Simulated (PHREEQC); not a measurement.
KOH is added in steps, without added water, to 1 kg of water holding 1.2 mmol/kgw AgF, 0.14 mmol/kgw HBF4 and 0.29 mmol/kgw Cu(NO3)2, at 25 °C. Oxygen alone is held at its pressure in air (log pO2 = -0.68). No CO2 enters from the air. Only these solids could form: Cu(OH)2, Cu2(OH)3NO3, Ag2O, CuF2:2H2O.

Base run: PHREEQC, ion-association model, wateq4f.dat. Each further column changes one thing. The table gives pH.

| KOH added (mol) | base | Cu(NO3)2 from 0.00029 to 5.8e-05 mol/kgw | 6.3e-05 mol/kgw LiNO3 added | AgF from 0.0012 to 0.00024 mol/kgw | no solid may form |
|---|---|---|---|---|---|
| 0 | 3.74 | 3.74 | 3.74 | ? | 3.74 |
| 0.0003625 | 4.23 | 4.23 | 4.23 | 4.02 | 4.23 |
| 0.000725 | 6.22 | 8.84 | 6.22 | 6.21 | 6.64 |
| 0.0009063 | 6.34 | 9.29 | 6.35 | 6.33 | ? |
| 0.001269 | 9.25 | 9.45 | 9.25 | 9.52 | ? |
| 0.001631 | 9.40 | 9.71 | 9.40 | 10.32 | 10.48 |
| 0.001994 | 9.62 | 10.13 | 9.62 | 10.69 | 10.78 |
| 0.002175 | 9.78 | 10.38 | 9.78 | 10.82 | 10.88 |
| 0.002537 | 10.25 | 10.73 | 10.25 | 10.99 | 11.02 |
| 0.0029 | 10.65 | 10.93 | 10.65 | 11.12 | ? |

Problem. Some entries are withheld; supply them.

Solution. 
- 0, AgF from 0.0012 to 0.00024 mol/kgw: 3.52
- 0.0009063, no solid may form: 7.00
- 0.001269, no solid may form: 9.50
- 0.0029, no solid may form: 11.13

Real BF4- forms and hydrolyses slowly; the run takes it at equilibrium. The database's constant for dissolved Cu(OH)2 is higher than later reviews accept. In at least one series the solution becomes supersaturated in solids that the run did not let form, among them Cu(OH)2, Cu2(OH)3NO3, Ag2O.
